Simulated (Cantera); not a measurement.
A Cantera script and what it prints.

```python
import numpy as np
import cantera as ct

gas_names = """
    Fe FeO Fe(OH)2 H HO2 H2 H2O H2O2 H2S H2SO4 O OH O2 O3 S SH SO SO2 SO3 S2 S2O S8
""".split()
cond_names = """
    Fe(a) Fe(c) Fe(d) Fe(L) FeO(s) FeO(L) Fe(OH)2(s) Fe(OH)3(s) FeS(a) FeS(b) FeS(c) FeS(L) FeSO4(s)
    FeS2(s) Fe2O3(s) Fe2S3O12(s) Fe3O4(s) H2O(s) H2O(L) H2SO4(L) S(cr1) S(cr2) S(L)
""".split()


# ... load() reads the species with a 1 bar reference pressure and builds the phases ...
atoms = {
    'FeS2': {'Fe': 1, 'S': 2},
    'H2S': {'H': 2, 'S': 1},
    'H2O': {'H': 2, 'O': 1},
}
top_T = {'FeSO4(s)': 950, 'FeS2(s)': 1010, 'Fe2O3(s)': 1830, 'Fe2S3O12(s)': 1100, 'Fe3O4(s)': 1870}  # K; cautious upper limits of use, not melting points


# ... equilibrate(T, P, feed) seeds the gas with the atoms and calls Mixture.equilibrate('TP', solver="vcs", rtol=1e-11, max_steps=5000) ...
results = []
T = 1648.15  # K
P = 1000  # Pa
for m in [0.44, 1.6, 2.8, 4, 5.1, 6.3, 7.5]:
    feed = {'FeS2': 1, 'H2S': 0.3, 'H2O': m}  # mol
    mix = equilibrate(T, P, feed)
    results.append((T, P, feed, dict(zip(mix.species_names, mix.species_moles))))

top = {s: max(r[3][s] / sum(r[3][g] for g in gas_names) for r in results) for s in gas_names}
cols = sorted((s for s in top if top[s] > 1e-06), key=lambda s: -top[s])[:7]
seen = [c for c in cond_names if any(r[3].get(c, 0) > 1e-12 for r in results)]
print("log10 of partial pressures in bar; condensed amounts in mol")
print(f"{'n(H2O)':>10s}" + "".join(f"{s[:9]:>10s}" for s in cols + seen))
for T, P, feed, n in results:
    ng = sum(n[g] for g in gas_names)
    print(f"{feed['H2O']:10.4g}" + "".join(f"{np.log10(max(n[s] / ng * P / 1e5, 1e-99)):10.3f}" for s in cols)
          + "".join(f"{n.get(c, 0):10.4g}" for c in seen))
```

It prints:

```
log10 of partial pressures in bar; condensed amounts in mol
    n(H2O)       H2O        S2        H2       SO2       H2S        SO        SH    FeO(s)    FeS(L)
      0.44    -2.624    -2.376    -2.593    -3.482    -3.504    -4.021    -4.043         0    0.9999
       1.6    -2.356    -2.728    -2.594    -3.119    -3.681    -3.928    -4.219         0    0.9998
       2.8    -2.316    -2.855    -2.570    -3.150    -3.721    -3.975    -4.271    0.2514    0.7482
         4    -2.311    -2.892    -2.547    -3.205    -3.716    -4.012    -4.278    0.6228    0.3767
       5.1    -2.308    -2.913    -2.534    -3.237    -3.714    -4.033    -4.282    0.9643   0.03502
       6.3    -2.278    -3.017    -2.551    -3.195    -3.783    -4.038    -4.342    0.9992         0
       7.5    -2.254    -3.120    -2.568    -3.165    -3.851    -4.049    -4.402    0.9991         0
```

Method: chemical equilibrium by Gibbs-energy minimisation in Cantera with the NASA 1993 tables (ideal gas, pure condensed phases). Metal and sulfide melt together well below either melting point, which pure phases cannot show. Mutual solubility and eutectic melting of coexisting phases are not modelled. The tables' stoichiometric FeO is somewhat more stable than real wüstite, so its field is too wide. FeO, FeS: taken at fixed stoichiometry.
